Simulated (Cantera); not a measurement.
A closed system holds: 1 mol TiC, 0.043 mol N2, equilibrated at 10.0 Torr.

These are equilibrium values from Cantera (NASA tables, ideal gas, pure condensed phases), not measurements of a reactor. Candidate condensed phases: C, Ti, TiC, TiN; 13 gas species. TiC: taken at fixed stoichiometry. Rates play no part.

Question: At 2648 K, list the 4 most abundant gas species with their mole fractions, and the condensed phases.

Answer: N2 0.997, Ti 0.00154, CN 0.00131, C 3.93e-5. Condensed: TiC(s).
